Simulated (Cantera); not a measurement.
Cantera with NASA thermochemical tables; ideal gases at 1 bar, condensed phases pure. Values are per mole of reaction as written; species without (g) are pure solids or liquids, kept so even where they would boil at 1 bar.

Problem. Between 300 and 873 K, where is each reaction favourable under standard conditions?
- 2 NF₃(g) + 3 Pb(g) = 2 N(g) + 3 PbF₂

Solution. 
- 2 NF₃(g) + 3 Pb(g) = 2 N(g) + 3 PbF₂: ΔG° is -1287 kJ at 300 K and -1096 kJ at 873 K; it stays negative (K > 1). ΔH° is -1326 kJ and ΔS° -263 J/K at 873 K.
